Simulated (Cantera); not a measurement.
A closed system holds: 1 mol SiC, 0.7 mol CO₂, 1.8 mol H₂, equilibrated at 660000 Pa.

Method: chemical equilibrium by Gibbs-energy minimisation in Cantera with the NASA 1993 tables (ideal gas, pure condensed phases). Candidate condensed phases: C, C₆H₆, C₇H₈, C₈H₁₈, H₂O, Si, SiC, SiO₂; 123 gas species. Mutual solubility and eutectic melting of coexisting phases are not modelled. The tables hold silica as quartz up to 1696 K and as liquid above; real silica turns to tridymite and cristobalite and melts near 1996 K. Equilibrium is a limit: real reactors are often held back by kinetics, nucleation or transport.

Question: At 1848 K, list the 6 most abundant gas species with their mole fractions, and the condensed phases.

Answer: H₂ 0.700, CO 0.295, CH₄ 0.00213, SiO 0.00188, H₂O 0.000308, C₂H₂ (acetylene) 0.000180. Condensed: C(graphite) + SiC(s) + SiO₂(condensed).
